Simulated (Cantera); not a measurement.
## Hydrocarbon pyrolysis for carbon deposition

An isothermal, constant-pressure homogeneous reactor starts with 1.09 % C₃H₈, 98.9 % H₂, at 1625 K and 0.132 atm.

Model: GRI-Mech 3.0 (53 species, 325 reactions), integrated in Cantera. GRI-Mech 3.0 was tuned for natural gas; its chemistry of propane as a main component is partial and can be far from experiment. GRI-Mech 3.0 stops at C3 and has no aromatics, soot or wall deposition, so with more carbon than oxygen in the feed, carbon stays in small species such as C2H2 where larger ones or solid carbon would form.

| t (s) | x C₃H₈ | x H₂ | x CH₂ | x C₂H | x CH₄ |
|---|---|---|---|---|---|
| 4.00e-6 | 0.0106 | 0.989 | 4.20e-9 | <1e-12 | 6.92e-5 |
| 1.26e-5 | 0.00955 | 0.987 | 1.44e-7 | 3.05e-12 | 0.000724 |
| 4.00e-5 | 0.00437 | 0.981 | 1.52e-6 | 8.31e-10 | 0.00592 |
| 0.000126 | 3.94e-5 | 0.975 | 1.09e-6 | 1.93e-8 | 0.0120 |
| 0.000400 | 3.38e-9 | 0.976 | 3.33e-7 | 2.61e-8 | 0.0123 |
| 0.00126 | 6.58e-10 | 0.977 | 9.27e-8 | 1.95e-8 | 0.0124 |
| 0.00400 | 1.20e-10 | 0.977 | 2.68e-8 | 1.20e-8 | 0.0125 |
| 0.0126 | 2.95e-11 | 0.978 | 1.06e-8 | 7.77e-9 | 0.0125 |
| 0.0400 | 2.22e-11 | 0.978 | 8.58e-9 | 7.05e-9 | 0.0124 |
| 0.126 | 2.13e-11 | 0.978 | 8.40e-9 | 7.15e-9 | 0.0121 |
| 0.400 | 1.87e-11 | 0.978 | 7.91e-9 | 7.44e-9 | 0.0113 |
| 1.26 | 1.35e-11 | 0.979 | 6.71e-9 | 8.14e-9 | 0.00946 |
| 4.00 | 7.52e-12 | 0.981 | 4.70e-9 | 9.31e-9 | 0.00646 |
| 12.6 | 4.39e-12 | 0.982 | 3.11e-9 | 1.02e-8 | 0.00416 |
| 40.0 | 3.89e-12 | 0.982 | 2.80e-9 | 1.04e-8 | 0.00373 |
x: mole fraction; the columns are a selection and need not sum to one.

Equilibrium at this temperature and pressure: C₃H₈ 3.88e-12, H₂ 0.982, CH₂ 2.79e-9, C₂H 1.04e-8, CH₄ 0.00373 (gas phase only).
